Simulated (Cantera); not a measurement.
A perfectly stirred reactor is fed with H2 : O2 : N2 = 0.027 : 1 : 2.6 (molar parts), at 0.0148 atm; it is held at 1400 K, and followed from long to short residence time.

Computed with Cantera and GRI-Mech 3.0 (53 species, 325 reactions). Radical loss at walls, strong at low pressure, is not modelled.

Question: What does this change do: 0.079 parts H2O added?

Answer: 
```csv
quantity,before,after
x(H2) at τ = 2.70 s,2.51e-5,4.89e-5
x(O2) at τ = 2.70 s,0.272,0.266
x(H) at τ = 2.70 s,6.58e-5,5.56e-5
x(NO2) at τ = 2.70 s,3.38e-11,2.03e-11
x(N2O) at τ = 2.70 s,2.35e-8,2.09e-8
x(H2) at τ = 73.0 ms,0.000148,0.000268
x(O2) at τ = 73.0 ms,0.269,0.264
x(H) at τ = 73.0 ms,0.000441,0.000548
x(NO2) at τ = 73.0 ms,3.18e-12,2.40e-12
x(N2O) at τ = 73.0 ms,1.43e-8,1.15e-8
```
